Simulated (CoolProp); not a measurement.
A simple Rankine cycle with ammonia: condensing at 329.15 K, boiler at 7.37 MPa, turbine inlet 421.7 K, turbine efficiency 0.75, pump efficiency 0.8, no recuperator. Each further row changes one setting.

Model: reference Helmholtz-energy equation of state, Gao 2020, in CoolProp.

```json
[
 {"case": "as stated", "thermal efficiency (%)": "9.4", "net work (kJ/kg)": "108", "heat in (kJ/kg)": "1150", "turbine exit temperature (K)": "[?]", "volume ratio over the turbine": "[?]"},
 {"case": "turbine inlet 441.7 K", "thermal efficiency (%)": "9.8", "net work (kJ/kg)": "[?]", "heat in (kJ/kg)": "1230", "turbine exit temperature (K)": "353.9", "volume ratio over the turbine": "2.66"},
 {"case": "condensing temperature 321.15 K", "thermal efficiency (%)": "10.6", "net work (kJ/kg)": "126", "heat in (kJ/kg)": "1190", "turbine exit temperature (K)": "[?]", "volume ratio over the turbine": "3.19"},
 {"case": "boiler pressure 5.16 MPa", "thermal efficiency (%)": "7.1", "net work (kJ/kg)": "87.0", "heat in (kJ/kg)": "[?]", "turbine exit temperature (K)": "363.1", "volume ratio over the turbine": "1.95"},
 {"case": "turbine efficiency 0.65", "thermal efficiency (%)": "8.0", "net work (kJ/kg)": "[?]", "heat in (kJ/kg)": "1150", "turbine exit temperature (K)": "339.9", "volume ratio over the turbine": "2.74"}
]
```

**Question.** Complete the blanks.

**Answer.** 
- as stated, turbine exit temperature (K): 335.5
- as stated, volume ratio over the turbine: 2.67
- turbine inlet 441.7 K, net work (kJ/kg): 121
- condensing temperature 321.15 K, turbine exit temperature (K): 322.5
- boiler pressure 5.16 MPa, heat in (kJ/kg): 1220
- turbine efficiency 0.65, net work (kJ/kg): 91.9
